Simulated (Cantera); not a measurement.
# Hydrocarbon pyrolysis for carbon deposition

A perfectly stirred reactor is fed with 1.96 % C2H6, 98.0 % N2, at 1.01 bar; it is held at 1200 K, and followed from long to short residence time.

Detailed kinetics in Cantera: GRI-Mech 3.0 (53 species, 325 reactions). GRI-Mech 3.0 stops at C3 and has no aromatics, soot or wall deposition, so with more carbon than oxygen in the feed, carbon stays in small species such as C2H2 where larger ones or solid carbon would form.

```json
[
 {"τ (s)": "29", "x C2H6": "8.78e-5", "x H2": "0.0263", "x CH2": "4.23e-12", "x H": "2.52e-7", "x C2H": "2.11e-11", "x C2H4": "0.00444"},
 {"τ (s)": "4.2", "x C2H6": "0.000264", "x H2": "0.0269", "x CH2": "1.28e-11", "x H": "5.20e-7", "x C2H": "4.05e-11", "x C2H4": "0.00557"},
 {"τ (s)": "0.61", "x C2H6": "0.000938", "x H2": "0.0244", "x CH2": "4.34e-11", "x H": "9.30e-7", "x C2H": "6.19e-11", "x C2H4": "0.00788"},
 {"τ (s)": "0.088", "x C2H6": "0.00385", "x H2": "0.0173", "x CH2": "1.66e-10", "x H": "1.29e-6", "x C2H": "5.19e-11", "x C2H4": "0.0106"},
 {"τ (s)": "0.013", "x C2H6": "0.0125", "x H2": "0.00671", "x CH2": "4.36e-10", "x H": "1.16e-6", "x C2H": "1.33e-11", "x C2H4": "0.00615"},
 {"τ (s)": "0.0018", "x C2H6": "0.0185", "x H2": "0.00101", "x CH2": "4.38e-10", "x H": "8.60e-7", "x C2H": "1.37e-12", "x C2H4": "0.00102"},
 {"τ (s)": "0.00027", "x C2H6": "0.0195", "x H2": "6.66e-5", "x CH2": "9.48e-11", "x H": "3.59e-7", "x C2H": "<1e-12", "x C2H4": "6.77e-5"}
]
```
x: mole fraction; the columns are a selection and need not sum to one.
